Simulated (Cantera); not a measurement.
An isothermal, constant-pressure homogeneous reactor starts with NO : N2 = 1 : 5.1 (molar parts), at 1675 K and 1.88 atm.

Computed with Cantera and GRI-Mech 3.0 (53 species, 325 reactions).

Question: Predict: x(NO) at 50.0 s; x(NO2) at 50.0 s; x(O) at 50.0 s; x(N2) at 50.0 s; x(O2) at 50.0 s; x(N2O) at 50.0 s.

Answer: 
```
Property                                             Value
----------------  ----------------------------------------
x(NO) at 50.0 s     0.0450 (gas-phase equilibrium 0.00177)
x(NO2) at 50.0 s  0.000110 (gas-phase equilibrium 5.04e-6)
x(O) at 50.0 s     6.10e-6 (gas-phase equilibrium 7.10e-6)
x(N2) at 50.0 s        0.896 (gas-phase equilibrium 0.917)
x(O2) at 50.0 s      0.0593 (gas-phase equilibrium 0.0811)
x(N2O) at 50.0 s   9.37e-7 (gas-phase equilibrium 1.55e-7)
```
